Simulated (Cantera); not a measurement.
An isothermal, constant-pressure homogeneous reactor starts with 32.4 % H₂, 67.6 % O₂, equivalence ratio 0.24, at 1375 K and 0.0267 bar.

Cantera simulation using GRI-Mech 3.0 (53 species, 325 reactions); the numbers are that mechanism's predictions, not measurements. Radical loss at walls, strong at low pressure, is not modelled. The temperature is held fixed by assumption; the heat of reaction is taken as removed at once.

x: mole fraction; the columns are a selection and need not sum to one.

```
t (s)         x H₂   x O₂    x H₂O       x O   x H₂O₂       x H    x HO₂
--------  --------  -----  -------  --------  -------  --------  -------
0.000100     0.324  0.676  3.35e-5   1.04e-5  6.98e-9   2.37e-5      ___
0.000293    0.0607  0.530    0.193    0.0739  8.33e-7     0.116      ___
0.000858    0.0220  0.514    0.250    0.0913  6.82e-7     0.101      ___
0.00251     0.0162  0.549    0.302    0.0597  8.20e-7    0.0548  1.61e-5
0.00737    0.00507  0.594    0.365    0.0167  7.36e-7   0.00819  1.50e-5
0.0216    0.000561  0.610    0.384   0.00180  2.89e-7  0.000288      ___
0.0632     6.72e-5  0.612    0.386  0.000217  8.84e-8   1.21e-5      ___
0.185      1.23e-5  0.613    0.387   4.03e-5  2.89e-8   9.63e-7      ___
0.543      3.09e-6  0.613    0.387   1.02e-5  1.05e-8   1.22e-7  1.21e-7
1.59       1.18e-6  0.613    0.387   3.89e-6  5.37e-9   2.89e-8  1.24e-7
4.66       9.34e-7  0.613    0.387   3.08e-6  4.68e-9   2.05e-8  1.30e-7
13.7       9.32e-7  0.613    0.387   3.07e-6  4.67e-9   2.04e-8  1.30e-7
40.0       9.32e-7  0.613    0.387   3.07e-6  4.67e-9   2.04e-8  1.30e-7
```

Q: Fill in the missing entries.

A: 
- 0.000100, x HO₂: 7.59e-7
- 0.000293, x HO₂: 1.25e-5
- 0.000858, x HO₂: 1.40e-5
- 0.0216, x HO₂: 5.20e-6
- 0.0632, x HO₂: 9.73e-7
- 0.185, x HO₂: 2.41e-7
